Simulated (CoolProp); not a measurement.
Vapour-liquid equilibrium of dimethyl ether (1) + methanol (2) at -0.25 °C; x and y are mole fractions of (1).

The numbers come from the multi-fluid Helmholtz-energy mixture model, Wu 2011 and de Reuck 1993; pair parameters Bell 2016 in CoolProp.

Problem. Give the bubble pressure and the first vapour's composition at x = 0.2, 0.5, 0.725. Is there an azeotrope?

Solution. x = 0.2: 0.1040 MPa, y = 0.966; x = 0.5: 0.1776 MPa, y = 0.983; x = 0.725: 0.2104 MPa, y = 0.988. No azeotrope shows between x = 0.05 and 0.95.

Pair parameters are fitted to limited data, so mixtures are less certain than the pure fluids. With so large a gap from Raoult's law the liquid may split in two, which this calculation doesn't test in full.
